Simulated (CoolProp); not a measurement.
Vapour-liquid equilibrium of acetone (1) + ethanol (2) at 417.6 K; x and y are mole fractions of (1).

The numbers come from the multi-fluid Helmholtz-energy mixture model, Lemmon 2006 and Schroeder 2014; pair parameters Bell 2016 in CoolProp.

| x | bubble pressure, mixture model (kPa) | bubble pressure, Raoult's law (kPa) | y, mixture model | y, Raoult's law |
|---|---|---|---|---|
| 0.05 | 885.1 | 860.0 | 0.080 | 0.059 |
| 0.15 | (withheld) | 877.2 | 0.212 | 0.175 |
| 0.25 | 983.8 | 894.3 | 0.320 | 0.286 |
| 0.35 | 1016 | 911.5 | 0.412 | 0.393 |
| 0.45 | 1040 | 928.6 | 0.496 | 0.496 |
| 0.55 | 1055 | 945.7 | 0.577 | 0.595 |
| 0.65 | 1063 | 962.9 | 0.658 | 0.691 |
| 0.75 | 1063 | 980.0 | 0.743 | 0.783 |
| 0.85 | 1054 | 997.2 | 0.836 | 0.872 |
| 0.95 | (withheld) | 1014 | (withheld) | 0.958 |

Task: Fill in the missing entries.

Result: 
- 0.15, bubble pressure, mixture model (kPa): 940.9
- 0.95, bubble pressure, mixture model (kPa): 1036
- 0.95, y, mixture model: 0.942

The largest gap from Raoult's law is +12.0 % in bubble pressure, at x = 0.45. y crosses x between x = 0.65 and 0.75: the model has an azeotrope there.

Pair parameters are fitted to limited data, so mixtures are less certain than the pure fluids.
